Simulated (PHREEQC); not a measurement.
A solution holds 0.1 mol/kgw NiSO4, at 20 °C. Closed to the air; pH follows from the charge balance.

All values are PHREEQC results (ion-association model, wateq4f.dat), not measurements.

| Item | Value |
|---|---|
| pH | 6.08 |
| ionic strength | 0.216 mol/kgw |

```
species     molality  activity   log γ
----------  --------  --------  ------
Ni+2          0.0541    0.0167  -0.511
SO4-2         0.0539    0.0155  -0.543
NiSO4         0.0458    0.0481   0.022
Ni(SO4)2-2  0.000135   4.17e-5  -0.511
NiOH+        2.58e-6   1.93e-6  -0.128
HSO4-        1.55e-6   1.13e-6  -0.140
H+           1.05e-6   8.34e-7  -0.099
OH-          1.16e-8   8.12e-9  -0.153
Ni(OH)2      2.27e-9   2.39e-9   0.022
```

No solid was allowed to form. Complexes and solids missing from the database can't appear.
